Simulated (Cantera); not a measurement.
Input: 1 mol ZrN, 6.2 mol H2, at 2400 K and 0.188 Torr.

These are equilibrium values from Cantera (NASA tables, ideal gas, pure condensed phases), not measurements of a reactor. Candidate condensed phases: Zr, ZrN; 11 gas species. Mutual solubility and eutectic melting of coexisting phases are not modelled. ZrN: taken at fixed stoichiometry. Condensed phases not in the tables: N, O or C dissolved in the metal. Rates play no part.

Base state: H 0.618, H2 0.377, Zr 0.00351, N2 0.00205 (mole fractions); condensed: Zr(l) + ZrN(s).

Problem. What changes in the equilibrium state with this change: pressure from 0.188 Torr to 0.00975 Torr?

Solution. 
| species | before | after |
|---|---|---|
| H | 0.618 | 0.857 |
| Zr | 0.00351 | 0.0675 |
| H2 | 0.377 | 0.0377 |
| N2 | 0.00205 | 0.0376 |
| Zr(l), mol | 0.00525 | 0.102 |
| ZrN(s), mol | 0.963 | 0 |
